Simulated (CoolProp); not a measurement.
Vapour-liquid equilibrium of CH2F2 (R32) (1) + R142b (2) at 1530 kPa; x and y are mole fractions of (1).

Computed with CoolProp (multi-fluid Helmholtz-energy mixture model, Tillner-Roth 1997 and Lemmon 2006; pair parameters Bell 2016).

```
x     bubble temperature (K)  y at the bubble point  dew temperature at overall composition x (K)  liquid density (mol/L)
----  ----------------------  ---------------------  --------------------------------------------  ----------------------
0.05                   351.9                  0.132                                         355.7                   9.649
0.15                   340.6                  0.354                                         351.0                   10.40
0.25                   330.8                  0.522                                         346.0                   11.17
0.35                   322.6                  0.644                                         340.8                   11.95
0.45                   316.0                  0.734                                         335.1                   12.75
0.55                   310.6                  0.801                                         329.0                   13.60
0.65                   306.1                  0.854                                         322.2                   14.51
0.75                   302.3                  0.899                                         314.7                   15.53
0.85                   299.0                  0.939                                         306.5                   16.68
0.95                   295.9                  0.979                                         298.2                   18.01
```

No azeotrope shows between x = 0.05 and 0.95.

Pair parameters are fitted to limited data, so mixtures are less certain than the pure fluids. The gap from Raoult's law changes sign with composition, which may be real or a fault of the pair parameters; it wasn't checked against measurements.
